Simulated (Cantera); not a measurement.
Abatement and gas-phase synthesis: CO2 + H2O + H2

Charge: 1 mol CO2, 1.4 mol H2O, 0.97 mol H2, held at 6.60 bar.

Method: chemical equilibrium by Gibbs-energy minimisation in Cantera with the NASA 1993 tables (ideal gas, pure condensed phases). Candidate condensed phases: C, C6H6, C7H8, C8H18, H2O; 110 gas species. Equilibrium is a limit: real reactors are often held back by kinetics, nucleation or transport.

| T (K) | x H2O | x CO2 | x CO | x H2 | x OH | x H | x O2 |
|---|---|---|---|---|---|---|---|
| 1325 | 0.529 | 0.184 | 0.113 | 0.175 | 1.17e-8 | 2.66e-7 | <1e-12 |
| 1525 | 0.545 | 0.167 | 0.130 | 0.158 | 3.92e-7 | 3.66e-6 | 1.25e-11 |
| 1725 | 0.558 | 0.155 | 0.142 | 0.146 | 5.82e-6 | 2.76e-5 | 1.50e-9 |
| 1925 | 0.566 | 0.146 | 0.151 | 0.137 | 4.93e-5 | 0.000138 | 6.68e-8 |
| 2125 | 0.573 | 0.139 | 0.158 | 0.130 | 0.000279 | 0.000509 | 1.46e-6 |
| 2325 | 0.577 | 0.133 | 0.163 | 0.124 | 0.00117 | 0.00151 | 1.87e-5 |
| 2525 | 0.577 | 0.128 | 0.167 | 0.120 | 0.00387 | 0.00378 | 0.000158 |
| 2725 | 0.569 | 0.122 | 0.171 | 0.117 | 0.0106 | 0.00831 | 0.000935 |
| 2925 | 0.546 | 0.113 | 0.176 | 0.118 | 0.0242 | 0.0167 | 0.00390 |
| 3125 | 0.500 | 0.0964 | 0.183 | 0.124 | 0.0459 | 0.0313 | 0.0110 |
x: gas mole fraction; nothing condenses.

From 1325 K to 3125 K nothing is condensed. The main C-bearing gas is CO2 at 1325 K and CO at 3125 K.
